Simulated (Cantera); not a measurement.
A closed system holds: 1 mol B2H6, 0.97 mol N2, 0.16 mol NH3, held at 1775 K and 12.8 Torr.

These are equilibrium values from Cantera (NASA tables, ideal gas, pure condensed phases), not measurements of a reactor. Candidate condensed phases: B, BN; 15 gas species. The feed counts by its element totals alone. The tables' values for BH2 are old estimates; treat these amounts as uncertain. Rates play no part.

Base state: H2 0.983, N2 0.0152, H 0.00220, BH2 1.08e-5 (mole fractions); condensed: BN(s).

Problem. What changes in the equilibrium state with this change: pressure from 12.8 Torr to 75.0 Torr?

Solution. 
```json
[
 {"species": "H2", "before": "0.983", "after": "0.984"},
 {"species": "N2", "before": "0.0152", "after": "0.0152"},
 {"species": "H", "before": "0.00220", "after": "0.000908"},
 {"species": "BH2", "before": "1.08e-5", "after": "4.47e-6"},
 {"species": "BN(s), mol", "before": "2.00", "after": "2.00"}
]
```
